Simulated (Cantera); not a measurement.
Dilute partial oxidation

A perfectly stirred reactor is fed with CH₂O : O₂ : N₂ = 0.0041 : 0.0063 : 1 (molar parts), equivalence ratio 0.65, at 3750 Torr; it is held at 1223 K, and followed from long to short residence time.

Detailed kinetics in Cantera: GRI-Mech 3.0 (53 species, 325 reactions).

```csv
τ (s),x CH₂O,x O₂,x HCO,x C₂H,x CH₂
0.51,2.55e-6,0.00228,9.48e-10,<1e-12,<1e-12
0.24,3.92e-6,0.00234,2.01e-9,<1e-12,<1e-12
0.11,5.91e-6,0.00243,4.35e-9,<1e-12,<1e-12
0.053,8.54e-6,0.00256,8.94e-9,<1e-12,<1e-12
0.025,1.25e-5,0.00272,1.87e-8,<1e-12,<1e-12
0.012,1.82e-5,0.00294,3.83e-8,<1e-12,2.34e-12
0.0056,2.81e-5,0.00322,8.02e-8,<1e-12,8.09e-12
0.0026,4.72e-5,0.00360,1.68e-7,<1e-12,2.48e-11
0.0012,0.000795,0.00532,2.72e-7,<1e-12,6.98e-12
0.00058,0.00144,0.00556,4.46e-7,<1e-12,1.14e-11
0.00027,0.00230,0.00579,6.37e-7,<1e-12,1.62e-11
```
x: mole fraction; the columns are a selection and need not sum to one.
